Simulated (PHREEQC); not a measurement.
A solution holds 9.4 mmol/kgw HCl, 12 mmol/kgw Li2SO4, 2.3 mmol/kgw Na2SO4 and 3.9 mmol/kgw H2SO4, at 76 °C. Closed to the air; pH follows from the charge balance.

All values are PHREEQC results (ion-association model, wateq4f.dat), not measurements.

This is a speciation only: nothing precipitates in the calculation.

### Question
Estimate the pH.

### Answer
pH 2.20.

### Question
In which forms is Na present?

### Answer
Na+ 98 %, NaSO4- 2.3 % of the Na.

Away from 25 °C the constants follow the database's enthalpies or fits; those with neither stay at their 25 °C values.
